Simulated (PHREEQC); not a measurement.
A PHREEQC speciation (ion-association model, phreeqc.dat) at 80 °C gives pH 1.02 and these molalities:

| species | mol/kgw |
|---|---|
| HSO4- | 0.138 |
| H+ | 0.122 |
| Mn+2 | 0.0174 |
| SO4-2 | 0.00984 |
| MnSO4 | 0.00561 |
| AlSO4+ | 8.36e-5 |
| Al+3 | 3.57e-5 |
| Al(SO4)2- | 8.57e-6 |
| AlHSO4+2 | 4.11e-6 |
| AlOH+2 | 3.59e-8 |

Q: What are the element totals, and what could have been dissolved in 1 kg of water to give them?

A: One answer among several that fit: totals Al 0.000132, Mn(2) 0.0230, S(6) 0.153 mol/kgw, from 0.13 mol/kgw H2SO4, 6.6e-05 mol/kgw Al2(SO4)3 and 0.023 mol/kgw MnSO4.

This is a speciation only: nothing precipitates in the calculation. Away from 25 °C the constants follow the database's enthalpies or fits; those with neither stay at their 25 °C values.
